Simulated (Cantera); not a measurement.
**Fe + CO2 + CO (metals in furnace atmospheres)**

Charge: 1 mol Fe, 1.3 mol CO2, a varied amount of CO, held at 98.0 Pa.

These are equilibrium values from Cantera (NASA tables, ideal gas, pure condensed phases), not measurements of a reactor. Candidate condensed phases: C, Fe, Fe(CO)5, FeO, Fe2O3, Fe3O4; 15 gas species. Each liquid is taken as pure. Mutual solubility and eutectic melting of coexisting phases are not modelled. The tables' stoichiometric FeO is somewhat more stable than real wüstite, so its field is too wide. FeO: taken at fixed stoichiometry. The numbers say what is thermodynamically allowed, not how fast it happens.

Stable condensed phases:

```
T in °C \ n(CO) in mol
         7.9  11  15  22  30  42  59  83
   1750    A   A   A   A   A   A   A   A
   1650    A   A   A   A   A   A   A   A
   1550    B   B   C   A   A   A   A   A
   1450    B   C   C   C   C   C   C   C
   1350    B   C   C   C   C   C   C   C
   1250    B   C   C   C   C   C   C   C
   1150    C   C   C   C   C   C   C   C
   1050    C   C   C   C   C   C   C   C
    950    C   C   C   C   C   C   C   C
    850    C   C   C   C   C   C   C   C
    750    C   C   C   C   C   C   C   C
```

A: gas only; B: Fe + FeO; C: Fe.
